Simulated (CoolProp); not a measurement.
Saturation properties of the fluoroketone C6F12O (FK-5-1-12) (Tc = 168.7 °C, pc = 1.869 MPa, ω = 0.471).

Model: reference Helmholtz-energy equation of state, McLinden 2015, in CoolProp.

```csv
T (°C),p (MPa),liquid density (kg/m³),vapour density (kg/m³)
-68.25,6.916e-5,1862,0.01283
-65.75,9.044e-5,1855,0.01658
-63.15,0.0001185,1848,0.02146
-60.65,0.0001525,1841,0.02730
-58.05,0.0001968,1834,0.03479
-55.55,0.0002495,1828,0.04362
-52.95,0.0003172,1821,0.05480
-50.45,0.0003969,1814,0.06780
-47.85,0.0004977,1807,0.08406
-45.35,0.0006149,1800,0.1027
-42.75,0.0007615,1793,0.1258
-40.25,0.0009299,1786,0.1521
-37.65,0.001138,1779,0.1842
```

It boils at 49.1 °C under 1 atm.
